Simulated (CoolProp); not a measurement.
Isohexane along the isotherm 276.85 °C: Z from the reference equation and from simpler models built on Tc = 224.6 °C, pc = 30.43 bar, ω = 0.280; each cubic takes its own stable root.

The numbers come from the reference Helmholtz-energy equation of state, Lemmon 2006 in CoolProp. It is a short technical equation, of lower accuracy than the large ones.

```csv
p (bar),phase,reference,van der Waals,Redlich-Kwong,Soave-Redlich-Kwong,Peng-Robinson
0.241,gas,0.9981,0.9982,0.9980,0.9981,0.9978
0.428,gas,0.9966,0.9967,0.9964,0.9966,0.9961
0.761,gas,0.9939,0.9942,0.9936,0.9940,0.9931
1.35,gas,0.9891,0.9896,0.9886,0.9893,0.9878
2.41,gas,0.9804,0.9813,0.9796,0.9808,0.9781
4.28,gas,0.9649,0.9665,0.9635,0.9657,0.9609
7.61,gas,0.9365,0.9391,0.9341,0.9382,0.9299
13.5,gas,0.8835,0.8872,0.8796,0.8877,0.8734
24.1,gas,0.7779,0.7786,0.7710,0.7893,0.7657
42.8,supercritical,0.5552,0.4880,0.5325,0.5910,0.5594
76.1,supercritical,0.4292,0.5242,0.4675,0.5011,0.4614
```
